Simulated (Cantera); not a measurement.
## Stirred combustor or abatement burner

A perfectly stirred reactor is fed with 20.3 % CO, 18.4 % H2, 12.9 % O2, 48.4 % N2, at 3.50 bar; it is adiabatic with a 650 K inlet, and is followed from long to short residence time, starting on the burning branch (τ in s: 0.24, 0.096, 0.039, 0.016, 0.0063, 0.0025, 0.001, 0.00041, 0.00017, 6.7e-05, 2.7e-05).

Detailed kinetics in Cantera: GRI-Mech 3.0 (53 species, 325 reactions). The hydrogen kinetics of GRI-Mech 3.0 are dated; newer H2 mechanisms differ, most at raised pressure.

```csv
τ (s),T (K),x CO,x H2,x O2,x N2O,x H2O,x H
0.24,2537,0.120,0.0302,0.000520,8.83e-8,0.177,0.00280
0.096,2536,0.120,0.0302,0.000539,8.84e-8,0.177,0.00284
0.039,2534,0.120,0.0302,0.000584,8.87e-8,0.177,0.00294
0.016,2530,0.120,0.0303,0.000690,8.94e-8,0.177,0.00317
0.0063,2520,0.120,0.0304,0.000942,9.11e-8,0.176,0.00369
0.0025,2499,0.121,0.0307,0.00148,9.46e-8,0.174,0.00471
0.0010,2463,0.122,0.0314,0.00251,1.00e-7,0.171,0.00651
0.00041,2403,0.123,0.0325,0.00425,1.07e-7,0.167,0.00939
0.00017,2316,0.126,0.0342,0.00686,1.15e-7,0.160,0.0139
6.7e-5,2190,0.129,0.0364,0.0106,1.21e-7,0.152,0.0210
2.7e-5,2034,0.132,0.0385,0.0154,1.25e-7,0.142,0.0304
```
x: mole fraction; the columns are a selection and need not sum to one.
